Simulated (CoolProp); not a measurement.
Vapour-liquid equilibrium of hydrogen sulfide (1) + benzene (2) at 314.5 K; x and y are mole fractions of (1).

Model: multi-fluid Helmholtz-energy mixture model, Lemmon 2006 and Thol 2012; pair parameters Bell 2016, in CoolProp.

| x | bubble pressure (MPa) | y at the bubble point | dew pressure at overall composition x (MPa) | liquid density (mol/L) |
|---|---|---|---|---|
| 0.05 | 0.1510 | 0.832 | ? | 11.29 |
| 0.15 | 0.3967 | 0.938 | 0.03033 | 12.00 |
| 0.25 | 0.6432 | 0.964 | 0.03437 | 12.79 |
| 0.35 | 0.8970 | 0.976 | 0.03965 | ? |
| 0.45 | 1.163 | ? | 0.04683 | 14.61 |
| 0.55 | 1.444 | 0.987 | ? | 15.68 |
| 0.65 | 1.743 | 0.991 | 0.07339 | 16.85 |
| 0.75 | 2.059 | 0.994 | 0.1024 | 18.13 |
| 0.85 | 2.395 | 0.996 | 0.1691 | 19.50 |
| 0.95 | 2.755 | 0.999 | 0.4818 | 20.86 |

Task: Fill in the missing entries.

Result: 
- 0.05, dew pressure at overall composition x (MPa): 0.02713
- 0.35, liquid density (mol/L): 13.65
- 0.45, y at the bubble point: 0.983
- 0.55, dew pressure at overall composition x (MPa): 0.05718

No azeotrope shows between x = 0.05 and 0.95.

Pair parameters are fitted to limited data, so mixtures are less certain than the pure fluids.
